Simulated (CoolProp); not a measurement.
Properties of n-perfluorohexane along the isotherm 43.25 °C (Tc = 174.9 °C, pc = 17.42 bar, ω = 0.497).

Values from CoolProp's reference Helmholtz-energy equation of state, Gao 2022.

```tsv
p (bar)	phase	Z	speed of sound (m/s)	fugacity coefficient
6.22	liquid	0.04919	469.4	0.09944
12.4	liquid	0.09786	474.5	0.05238
18.7	liquid	0.1473	479.6	0.03650
24.9	liquid	?	484.5	0.02878
31.1	liquid	0.2440	489.3	0.02419
37.3	liquid	0.2920	494.0	?
43.5	liquid	0.3400	498.5	0.01906
49.8	liquid	0.3885	503.1	?
56	liquid	0.4361	507.5	0.01632
62.2	liquid	0.4835	511.8	0.01542
68.4	liquid	0.5308	516.1	?
74.6	liquid	0.5779	520.2	0.01416
80.9	liquid	0.6256	524.4	0.01371
87.1	liquid	0.6725	528.4	0.01336
```

Q: Fill in the missing entries.

A: 
- 24.9, Z: 0.1957
- 37.3, fugacity coefficient: 0.02118
- 49.8, fugacity coefficient: 0.01749
- 68.4, fugacity coefficient: 0.01472
